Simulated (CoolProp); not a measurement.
Vapour-liquid equilibrium of dimethyl ether (1) + n-pentane (2) at 306.5 K; x and y are mole fractions of (1).

Values from CoolProp's multi-fluid Helmholtz-energy mixture model, Wu 2011 and Thol 2019; pair parameters Bell 2016.

| x | bubble pressure (kPa) | y at the bubble point | dew pressure at overall composition x (kPa) | liquid density (mol/L) |
|---|---|---|---|---|
| 0.05 | 113.5 | 0.223 | 96.27 | 8.685 |
| 0.15 | [?] | 0.550 | 105.5 | 9.082 |
| 0.25 | 258.1 | [?] | 116.9 | 9.498 |
| 0.35 | 346.8 | 0.824 | 131.4 | 9.937 |
| 0.45 | 430.3 | 0.877 | 150.3 | 10.41 |
| 0.55 | 502.1 | [?] | 176.0 | 10.91 |
| 0.65 | 561.8 | 0.931 | 213.3 | [?] |
| 0.75 | [?] | 0.948 | 272.8 | [?] |
| 0.85 | 662.5 | 0.966 | [?] | 12.78 |
| 0.95 | 715.8 | 0.987 | 617.9 | 13.60 |

Q: Some entries are withheld; supply them.

A: 
- 0.15, bubble pressure (kPa): 176.1
- 0.25, y at the bubble point: 0.730
- 0.55, y at the bubble point: 0.909
- 0.65, liquid density (mol/L): 11.46
- 0.75, bubble pressure (kPa): 613.2
- 0.75, liquid density (mol/L): 12.08
- 0.85, dew pressure at overall composition x (kPa): 382.9

No azeotrope shows between x = 0.05 and 0.95.

The pair parameters rest on a limited set of measurements; away from them the model extrapolates. The gap from Raoult's law changes sign with composition, which may be real or a fault of the pair parameters; it wasn't checked against measurements.
